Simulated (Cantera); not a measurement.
Gas mixture: C2H4 : H2 : NH3 : CO = 1 : 0.25 : 0.97 : 0.67 (molar parts), at 760 Torr, frozen composition.

Cantera's kinetic-theory transport with the Lennard-Jones parameters of GRI-Mech 3.0, ideal gas; thermal conductivity in the multicomponent form. Polar gases are described roughly by these parameters. The composition is frozen, though it would react at the higher temperatures.

One state of this run: ρ (kg/m³) = 0.224; cp (J/kg/K) = 2999; μ (µPa s) = 38.0; λ (mW/m/K) = 165; Pr = 0.690; D (cm²/s) N2 = 2.31; D (cm²/s) CH4 = 2.50; D (cm²/s) OH = 3.47. D: mixture-averaged diffusion coefficient of that species in the mixture.

Task: Which value of T (K) does it belong to?
A. 1200
B. 1000
C. 1800
D. 1600

Result: A, 1200
